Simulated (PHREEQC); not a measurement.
Synthetic water in mmol/kgw, 25 °C, pH 2.11, pe 8.2:

```csv
constituent,mmol/kgw
Na,1.26
K,3.07
Ca,1.72
Mg,0.3
Cl,3.02
S(6),10.4
N(5),0.000897
B,0.00979
Si,0.0326
Cu(2),0.00895
Li,0.0329
```

Valence states are taken as typed.

Model: ion-association model, wateq4f.dat, run in PHREEQC.

Each row changes one thing in this solution. No solid was allowed to form.

```tsv
case	ionic strength (mol/kgw)	SO4-2 (mol/kgw)	HSO4- (mol/kgw)	Ca+2 (mol/kgw)	CaSO4 (mol/kgw)	Mg+2 (mol/kgw)	SI of Quartz (SiO2)	SI of Gypsum (CaSO4:2H2O)
as made	0.0256	0.00654	0.00316	0.00121	0.000482	0.000204	-0.50	-1.03
all concentrations times 3 at the same typed pH	0.0664	0.0199	…	…	0.00212	…	-0.02	-0.39
Ca from 1.72 to 5.16 mmol/kgw	0.0297	0.00602	0.00283	0.00380	0.00129	0.000213	-0.50	-0.60
temperature from 25 to 15 °C at the same typed pH	0.0263	…	0.00274	0.00122	0.000474	0.000216	-0.35	-1.00
```

**Question.** Fill in the missing entries.

**Answer.** 
- all concentrations times 3 at the same typed pH, HSO4- (mol/kgw): 0.00795
- all concentrations times 3 at the same typed pH, Ca+2 (mol/kgw): 0.00292
- all concentrations times 3 at the same typed pH, Mg+2 (mol/kgw): 0.000478
- temperature from 25 to 15 °C at the same typed pH, SO4-2 (mol/kgw): 0.00698
